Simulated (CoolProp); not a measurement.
Saturation properties of m-xylene.

Values from CoolProp's reference Helmholtz-energy equation of state, Zhou 2012.

```json
[
 {"T (°C)": "183.45", "p (MPa)": "0.2921", "liquid cp (kJ/(kg K))": "2.295", "liquid conductivity (mW/(m K))": "91.1"},
 {"T (°C)": "188.65", "p (MPa)": "0.3257", "liquid cp (kJ/(kg K))": "2.318", "liquid conductivity (mW/(m K))": "90.1"},
 {"T (°C)": "193.75", "p (MPa)": "0.3615", "liquid cp (kJ/(kg K))": "2.340", "liquid conductivity (mW/(m K))": "89.1"},
 {"T (°C)": "198.85", "p (MPa)": "0.4002", "liquid cp (kJ/(kg K))": "2.362", "liquid conductivity (mW/(m K))": "88.1"},
 {"T (°C)": "204.05", "p (MPa)": "0.4428", "liquid cp (kJ/(kg K))": "2.386", "liquid conductivity (mW/(m K))": "87.1"},
 {"T (°C)": "209.15", "p (MPa)": "0.4879", "liquid cp (kJ/(kg K))": "2.409", "liquid conductivity (mW/(m K))": "86.2"},
 {"T (°C)": "214.25", "p (MPa)": "0.5363", "liquid cp (kJ/(kg K))": "2.433", "liquid conductivity (mW/(m K))": "85.3"},
 {"T (°C)": "219.45", "p (MPa)": "0.5894", "liquid cp (kJ/(kg K))": "2.459", "liquid conductivity (mW/(m K))": "84.5"},
 {"T (°C)": "224.55", "p (MPa)": "0.6453", "liquid cp (kJ/(kg K))": "2.484", "liquid conductivity (mW/(m K))": "83.6"}
]
```

It boils at 139.1 °C under 1 atm.

Thermal conductivity comes from a separate model (Mylona 2014).
